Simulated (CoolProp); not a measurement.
Model: reference Helmholtz-energy equation of state, Thol 2016, in CoolProp.

Task: For hexamethyldisiloxane (MM), give the phase and the Z, speed of sound (m/s), Joule-Thomson coefficient (K/MPa), isothermal compressibility (1/MPa) at -4.45 °C and 0.579 bar.

Result: 
- -4.45 °C and 0.579 bar: liquid; Z 0.00533, speed of sound 981, Joule-Thomson coefficient -0.450, isothermal compressibility 0.00163
